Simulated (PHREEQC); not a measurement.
Nickel, zinc or cadmium bath

Dissolve 0.32 mol CdCl2 and 0.00025 mol H2SO4 per kg of water at 25 °C. Closed to the air; pH follows from the charge balance.

The numbers come from PHREEQC with the ion-association model, wateq4f.dat.

Each row changes one thing in this solution. Precipitation was switched off in this run.

```tsv
case	pH	ionic strength (mol/kgw)	SO4-2 (mol/kgw)	HSO4- (mol/kgw)
as made	3.41	0.281	0.000153	2.12e-6
CdCl2 left out	[?]	[?]	0.000240	1.01e-5
diluted 5-fold with water	4.08	0.0878	2.99e-5	1.20e-7
diluted 10-fold with water	[?]	[?]	[?]	3.53e-8
temperature from 25 to 55 °C	3.41	0.276	0.000150	4.03e-6
```

### Question
Some entries are withheld; supply them.

### Answer

- CdCl2 left out, pH: 3.32
- CdCl2 left out, ionic strength (mol/kgw): 0.000730
- diluted 10-fold with water, pH: 4.37
- diluted 10-fold with water, ionic strength (mol/kgw): 0.0517
- diluted 10-fold with water, SO4-2 (mol/kgw): 1.52e-5

Complexes and solids missing from the database can't appear. Away from 25 °C the constants follow the database's enthalpies or fits; those with neither stay at their 25 °C values.
